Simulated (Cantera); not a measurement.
Cantera run:

```python
import numpy as np
import cantera as ct

gas_names = [...]  # 109 gases of nasa_gas.yaml made of C, Cl, H, Si
cond_names = """
    C(gr) C6H6(L) C7H8(L) C8H18(L),n-octa Si(cr) Si(L) SiC(b)
""".split()


# ... load() reads the species with a 1 bar reference pressure and builds the phases ...
atoms = {
    'SiHCl3': {'Si': 1, 'H': 1, 'CL': 3},
    'C2H2': {'C': 2, 'H': 2},
    'H2': {'H': 2},
    'HCl': {'H': 1, 'CL': 1},
}
top_T = {'C(gr)': 4500, 'SiC(b)': 3050}  # K; cautious upper limits of use, not melting points


# ... equilibrate(T, P, feed) seeds the gas with the atoms and calls Mixture.equilibrate('TP', solver="vcs", rtol=1e-11, max_steps=5000) ...
results = []
feed = {'SiHCl3': 1, 'C2H2': 0.84, 'H2': 2.7, 'HCl': 0.04}  # mol
T = 1823.15  # K
P = 1333.22  # Pa
mix = equilibrate(T, P, feed)
results.append((T, P, feed, dict(zip(mix.species_names, mix.species_moles))))
x = sorted(zip(gas.X, gas.species_names), reverse=True)
print(f"T = {T:g} K  P = {P:g} Pa  gas = {mix.phase_moles(0):.4g} mol")
print("   x: " + "  ".join(f"{s} {v:.3e}" for v, s in x if v > 0.0001))
print("   condensed (mol): " + ("  ".join(f"{mix.phase(i).name} {mix.phase_moles(i):.4g}"
      for i in range(1, mix.n_phases) if mix.phase_moles(i) > 1e-12) or "none"))
```

Output:

```
T = 1823.15 K  P = 1333.22 Pa  gas = 5.589 mol
   x: H2 4.916e-01  HCL 4.669e-01  SiCL2 3.551e-02  H 2.634e-03  CL 1.908e-03  SiCL3 1.247e-03  C2H2,acetylene 1.040e-04
   condensed (mol): C(gr) 0.8851  SiC(b) 0.7937
```

Cantera equilibrium calculation (NASA polynomials, part measured and part estimated; ideal gas, pure solids and liquids). The tables' values for SiCl3, SiCl are old estimates; treat these amounts as uncertain.
